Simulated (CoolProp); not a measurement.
A single-stage vapour-compression cycle with the fluid: evaporating at 229.15 K (dew point), condensing at 275.15 K (bubble point), superheat 5 K, subcooling 5 K, compressor efficiency 0.9, no pressure losses. The same conditions are run with several fluids, on thermodynamics alone (safety and materials aside).

Computed with CoolProp (reference Helmholtz-energy equation of state of each fluid (hydrogen sulfide: Lemmon 2006; CH3F (R41): Lemmon 2006; carbon dioxide: Span 1996; vinyl chloride: Thol 2022; isobutene: Lemmon 2005; carbonyl sulfide: Lemmon 2006)).

| fluid | cooling COP | pressure ratio | discharge temperature (K) | refrigerating effect (kJ/kg) | volumetric capacity (kJ/m³) |
|---|---|---|---|---|---|
| hydrogen sulfide | 3.70 | 5.05 | 361.1 | 448 | 1770 |
| CH3F (R41) | 3.51 | 4.36 | 336.4 | 346 | 3330 |
| carbon dioxide | 3.29 | 4.25 | 339.7 | 247 | 5390 |
| vinyl chloride | 3.88 | 7.68 | 336.5 | 322 | 253 |
| isobutene | 3.94 | 7.86 | 297.0 | 343 | 181 |
| carbonyl sulfide | 3.80 | 5.16 | 340.1 | 258 | 1100 |
